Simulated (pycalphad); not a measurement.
Computed with pycalphad from the COST 507 light-alloy database (1999), at 1 atm. The data set is of 1999 and partly superseded.

Task: Which phases does Sn-49 at.% Zr hold at 1825 K, with what compositions and amounts?

Result: liquid with 36.7 at.% Zr and SN3ZR5 with 62.5 at.% Zr. The lever rule gives (49 − 36.7)/(62.5 − 36.7) = 0.48 of SN3ZR5 and 0.52 of liquid.

Task: Which phases does Sn-24 at.% Zr hold at 1500 K, with what compositions and amounts?

Result: liquid with 21.5 at.% Zr and SN3ZR5 with 62.5 at.% Zr. The lever rule gives (24 − 21.5)/(62.5 − 21.5) = 0.06 of SN3ZR5 and 0.94 of liquid.

Task: Which phases does Sn-84 at.% Zr hold at 1550 K, with what compositions and amounts?

Result: SNZR4 with 80.0 at.% Zr and bcc with 90.4 at.% Zr. The lever rule gives (84 − 80.0)/(90.4 − 80.0) = 0.38 of bcc and 0.62 of SNZR4.

Task: Which phases does Sn-92 at.% Zr hold at 975 K, with what compositions and amounts?

Result: SNZR4 with 80.0 at.% Zr and hcp with 98.6 at.% Zr. The lever rule gives (92 − 80.0)/(98.6 − 80.0) = 0.65 of hcp and 0.35 of SNZR4.

Database names, with the compositions (at.%) that they take in these runs: SN3ZR5: Zr 62 Sn 38; SNZR4: Zr 80 Sn 20.
